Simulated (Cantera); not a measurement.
Charge: 1 mol SiH2Cl2, 0.11 mol NH3, 9.4 mol N2, held at 550 °C and 12.0 Pa.

These are equilibrium values from Cantera (NASA tables, ideal gas, pure condensed phases), not measurements of a reactor. Candidate condensed phases: NH4Cl, Si, Si3N4; 28 gas species. Kinetics and transport are ignored.

Base state: N2 0.813, HCl 0.139, H2 0.0373, SiCl4 0.0111 (mole fractions); condensed: Si3N4(s).

Task: What changes in the equilibrium state with this change: temperature from 550 °C to 1300 °C?

Result: 
| species | before | after |
|---|---|---|
| N2 | 0.813 | 0.813 |
| H2 | 0.0373 | 0.0799 |
| SiCl2 | 2.76e-8 | 0.0657 |
| HCl | 0.139 | 0.0394 |
| SiCl4 | 0.0111 | 1.02e-6 |
| H | <1e-9 | 0.00105 |
| Si | <1e-9 | 0.000458 |
| Cl | <1e-9 | 0.000411 |
| Si3N4(s), mol | 0.293 | 0 |
| Si(s), mol | 0 | 0.225 |
The tables' values for SiCl, SiCl3 are old estimates; treat these amounts as uncertain.
